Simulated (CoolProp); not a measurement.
The fluoroketone C6F12O (FK-5-1-12) at 298.15 K and 0.0263 MPa is throttled through a valve to 0.0163 MPa with no heat exchange. Each further row changes one setting.

The numbers come from the reference Helmholtz-energy equation of state, McLinden 2015 in CoolProp.

```json
[
 {"case": "as stated", "temperature change (K)": "?", "final density (kg/m³)": "?"},
 {"case": "outlet pressure 0.00489 MPa", "temperature change (K)": "?", "final density (kg/m³)": "?"},
 {"case": "outlet pressure 0.0212 MPa", "temperature change (K)": "?", "final density (kg/m³)": "?"}
]
```

Some entries are withheld; supply them.


- as stated, temperature change (K): -0.3
- as stated, final density (kg/m³): 2.11
- outlet pressure 0.00489 MPa, temperature change (K): -0.6
- outlet pressure 0.00489 MPa, final density (kg/m³): 0.627
- outlet pressure 0.0212 MPa, temperature change (K): -0.1
- outlet pressure 0.0212 MPa, final density (kg/m³): 2.75
